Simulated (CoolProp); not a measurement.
A single-stage vapour-compression cycle with R11: evaporating at 317.15 K (dew point), condensing at 347.15 K (bubble point), superheat 2 K, subcooling 2 K, compressor efficiency 0.85, no pressure losses. Each further row changes one setting.

Computed with CoolProp (reference Helmholtz-energy equation of state, Jacobsen 1992).

```csv
case,cooling COP,pressure ratio,discharge temperature (K),refrigerating effect (kJ/kg),volumetric capacity (kJ/m³)
as stated,8.19,2.29,354.2,149,1610
evaporating temperature 322.15 K,10.1,1.97,353.1,152,1890
condensing temperature 342.15 K,10.0,2.02,348.6,154,1670
subcooling 7 K,8.44,2.29,354.2,154,1670
superheat 12 K,8.21,2.29,364.7,155,1620
compressor efficiency 0.75,7.22,2.29,357.8,149,1610
```
